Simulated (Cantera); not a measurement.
An isothermal plug-flow reactor at 900 K and 2.96 atm (inlet), inlet velocity 0.071 m/s, active area per volume 120 1/m; feed 0.638 % CO, 5.43 % O2, 93.3 % N2, 0.649 % H2O, equivalence ratio 0.059.

Cantera simulation using Deutschmann's 1995 Pt surface mechanism with GRI-Mech 3.0 gas chemistry; the numbers are that mechanism's predictions, not measurements. Catalytic surfaces can have several steady states; this one follows from the mechanism file's or the stated starting coverage. Mass transfer to the wall is taken as infinitely fast.

x: gas mole fraction; θ: surface coverage.

```tsv
z (m)	x CO	x O2	x H2O	x CO2	θ free Pt	θ O*	θ OH*	θ CO*
5.6e-05	0.00169	0.0521	0.00651	0.00471	0.118	0.878	0.00298	0.00162
9.3e-05	0.00130	0.0519	0.00651	0.00509	0.107	0.889	0.00286	0.00103
0.00016	…	0.0517	0.00651	0.00552	0.0992	0.897	0.00276	…
0.00026	0.000519	0.0515	0.00651	0.00588	0.0939	0.903	0.00270	0.000309
0.00043	0.000232	0.0514	0.00651	0.00616	0.0903	0.907	0.00265	0.000127
0.00072	6.34e-5	0.0513	0.00651	0.00633	0.0884	0.909	0.00263	3.32e-5
0.0012	7.84e-6	0.0513	0.00651	0.00639	0.0878	0.910	0.00262	4.05e-6
0.002	…	0.0513	0.00652	0.00640	0.0877	0.910	0.00262	…
0.0034	5.73e-10	0.0513	0.00652	0.00640	0.0877	0.910	0.00262	2.95e-10
0.0056	<1e-12	0.0513	0.00652	0.00640	0.0877	0.910	0.00262	<1e-12
```

**Question.** Fill in the missing entries.

**Answer.** 
- 0.00016, x CO: 0.000873
- 0.00016, θ CO*: 0.000584
- 0.002, x CO: 2.45e-7
- 0.002, θ CO*: 1.26e-7
